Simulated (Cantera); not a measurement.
Gas-phase reforming

A perfectly stirred reactor is fed with 94.7 % CH4, 5.32 % CO2, at 9.50 bar; it is held at 2223 K, and followed from long to short residence time.

Computed with Cantera and GRI-Mech 3.0 (53 species, 325 reactions). GRI-Mech 3.0 stops at C3 and has no aromatics, soot or wall deposition, so with more carbon than oxygen in the feed, carbon stays in small species such as C2H2 where larger ones or solid carbon would form.

```csv
τ (s),x CH4,x CO2,x O,x H2,x H
1.0,0.0124,8.59e-7,4.13e-12,0.711,0.00177
0.27,0.0125,3.11e-6,1.22e-11,0.711,0.00176
0.071,0.0132,1.17e-5,4.29e-11,0.710,0.00176
0.018,0.0156,4.61e-5,1.62e-10,0.708,0.00176
0.0048,0.0223,0.000171,5.55e-10,0.701,0.00174
0.0013,0.0375,0.000606,1.60e-9,0.685,0.00170
0.00033,0.0702,0.00223,3.40e-9,0.653,0.00162
```
x: mole fraction; the columns are a selection and need not sum to one.
